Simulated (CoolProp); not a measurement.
Properties of sulfur hexafluoride along the isobar 5.1 MPa (Tc = 45.6 °C, pc = 3.755 MPa, ω = 0.210).

Computed with CoolProp (reference Helmholtz-energy equation of state, Guder 2009).

| T (°C) | phase | Z | Prandtl number |
|---|---|---|---|
| 41.35 | liquid | 0.2262 | 2.63 |
| 68.15 | supercritical | 0.4719 | 1.84 |
| 94.85 | supercritical | 0.6745 | 1.04 |
| 121.65 | supercritical | 0.7706 | 0.915 |
| 148.35 | supercritical | 0.8311 | 0.855 |
| 175.15 | supercritical | 0.8736 | 0.816 |
| 201.95 | supercritical | 0.9048 | 0.788 |
| 228.65 | supercritical | 0.9284 | 0.765 |
| 255.45 | supercritical | 0.9468 | 0.745 |
| 282.15 | supercritical | 0.9612 | 0.730 |
| 308.95 | supercritical | 0.9729 | 0.719 |

Viscosity comes from a separate model (Quiñones-Cisneros 2012). Thermal conductivity comes from a separate model (Assael 2012).
